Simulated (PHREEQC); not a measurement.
## Arsenic or selenium liquor (model solution)

Solution (25 °C): 0.0014 mol H2SeO3 and 0.15 mol FeCl3 per kg of water. It is in equilibrium with CO2 at log p = -1 (atm). Otherwise closed; pH follows from the charge balance.

Computed with PHREEQC (ion-association model, wateq4f.dat).

Precipitation was switched off in this run.

Question: Estimate the pH.

Answer: pH 1.85.

Question: In which forms is Fe present?

Answer: FeCl+2 53 %, Fe+3 20 %, FeCl2+ 14 %, Fe2(OH)2+4 7.0 %, FeOH+2 3.8 %, Fe3(OH)4+5 1.0 % of the Fe.

Saturation is exceeded, for instance for Hematite (slow to form), Goethite (slow to form); the values hold only as long as no solid forms. Complexes and solids missing from the database can't appear.
